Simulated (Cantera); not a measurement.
Feed: 1 mol Si, 0.13 mol N2O, 8.3 mol N2, 1.6 mol CO2, equilibrated at 1825 °C and 0.730 bar.

Method: chemical equilibrium by Gibbs-energy minimisation in Cantera with the NASA 1993 tables (ideal gas, pure condensed phases). Candidate condensed phases: C, Si, SiC, SiO2, Si2N2O, Si3N4; 34 gas species. The tables hold silica as quartz up to 1696 K and as liquid above; real silica turns to tridymite and cristobalite and melts near 1996 K. Equilibrium is a limit: real reactors are often held back by kinetics, nucleation or transport.

**Question.** What is the equilibrium state?

**Answer.** 
```json
{
  "x(N2)": "0.818",
  "x(CO)": "0.155",
  "x(SiO)": "0.0267",
  "x(CO2)": "0.000497",
  "x(SiO2)": "1.75e-6",
  "n(SiO2(l))": "0.725 mol",
  "gas_amount": "10.31 mol",
  "log10 activity of Si(l) (absent)": "-3.18",
  "log10 activity of C(graphite) (absent)": "-3.24"
}
```
